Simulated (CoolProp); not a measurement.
Ethylene along the isobar 5460 kPa: density (kg/m³) from the reference equation and from simpler models built on Tc = 282.4 K, pc = 5042 kPa, ω = 0.087; each cubic takes its own stable root.

Model: reference Helmholtz-energy equation of state, Smukala 2000, in CoolProp.

| T (K) | phase | reference | van der Waals | Redlich-Kwong | Soave-Redlich-Kwong | Peng-Robinson |
|---|---|---|---|---|---|---|
| 239.8 | liquid | 460.2 | 310.1 | 425.0 | 429.6 | 485.1 |
| 263.1 | liquid | 403.6 | 273.4 | 357.6 | 361.6 | 406.3 |
| 286.5 | supercritical | 187.5 | 187.8 | 182.5 | 175.1 | 186.9 |
| 309.9 | supercritical | 90.23 | 91.27 | 90.82 | 89.39 | 93.58 |
| 333.2 | supercritical | 73.11 | 74.70 | 73.76 | 72.52 | 75.34 |
| 356.6 | supercritical | 63.29 | 64.93 | 63.88 | 62.76 | 64.88 |
| 379.9 | supercritical | 56.55 | 58.10 | 57.08 | 56.04 | 57.73 |
| 403.3 | supercritical | 51.44 | 52.87 | 51.91 | 50.96 | 52.34 |
| 426.6 | supercritical | 47.40 | 48.70 | 47.83 | 46.94 | 48.11 |
| 450 | supercritical | 44.06 | 45.25 | 44.45 | 43.63 | 44.62 |
